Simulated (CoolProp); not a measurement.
Vapour-liquid equilibrium of n-pentane (1) + acetone (2) at 1.3 MPa; x and y are mole fractions of (1).

Model: multi-fluid Helmholtz-energy mixture model, Thol 2019 and Lemmon 2006; pair parameters Bell 2016, in CoolProp.

Question: Give the bubble temperature and the first vapour's composition at x = 0.125, 0.425, 0.95. Is there an azeotrope?

Answer: x = 0.125: 145.6 °C, y = 0.246; x = 0.425: 134.3 °C, y = 0.525; x = 0.95: 136.4 °C, y = 0.924. y crosses x between x = 0.65 and 0.725: the model has an azeotrope there.

The pair parameters rest on a limited set of measurements; away from them the model extrapolates.
